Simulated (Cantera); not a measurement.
Charge: 1 mol B2H6, 10 mol H2O, equilibrated at 0.670 bar.

Cantera equilibrium calculation (NASA polynomials, part measured and part estimated; ideal gas, pure solids and liquids). Candidate condensed phases: B, B2O3, B3O3H3, H2O; 23 gas species. The feed counts by its element totals alone. Equilibrium is a limit: real reactors are often held back by kinetics, nucleation or transport. All values below are at 1948 K.

Base state: H2O 0.433, H2 0.427, HBO2 0.134, B2O3 0.00399, H 0.000902, HBO 0.000611, OH 8.27e-5, BO2 3.10e-5 (mole fractions); condensed: gas only.

Q: What changes in the equilibrium state with this change: pressure from 0.670 bar to 13.3 mbar?

A: 
```
species    before     after
-------  --------  --------
H2O         0.433     0.431
H2          0.427     0.424
HBO2        0.134     0.133
H        0.000902   0.00637
(HBO2)3   1.76e-5   6.88e-9
OH        8.27e-5  0.000586
BO2       3.10e-5  0.000219
BO        1.97e-5  0.000139
HBO      0.000611  0.000605
```
